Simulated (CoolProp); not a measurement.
Vapour-liquid equilibrium of R142b (1) + R113 (2) at 304.2 K; x and y are mole fractions of (1).

The numbers come from the multi-fluid Helmholtz-energy mixture model, Lemmon 2006 and Marx 1992; pair parameters Bell 2016 in CoolProp.

| x | bubble pressure (kPa) | y at the bubble point | dew pressure at overall composition x (kPa) | liquid density (mol/L) |
|---|---|---|---|---|
| 0.05 | 79.20 | 0.313 | 59.27 | 8.367 |
| 0.125 | 111.5 | 0.542 | 63.86 | 8.525 |
| 0.2 | 141.8 | 0.664 | 69.21 | 8.688 |
| 0.275 | 170.3 | 0.740 | 75.52 | 8.857 |
| 0.35 | 197.1 | 0.793 | 83.08 | 9.032 |
| 0.425 | 222.6 | 0.833 | 92.29 | 9.213 |
| 0.5 | 246.9 | 0.864 | 103.8 | 9.402 |
| 0.575 | 270.5 | 0.890 | 118.4 | 9.598 |
| 0.65 | 293.5 | 0.913 | 137.6 | 9.803 |
| 0.725 | 316.5 | 0.933 | 163.9 | 10.02 |
| 0.8 | 339.7 | 0.952 | 201.3 | 10.24 |
| 0.875 | 363.4 | 0.970 | 256.6 | 10.48 |
| 0.95 | 388.0 | 0.988 | 337.4 | 10.73 |

No azeotrope shows between x = 0.05 and 0.95.

Pair parameters are fitted to limited data, so mixtures are less certain than the pure fluids.
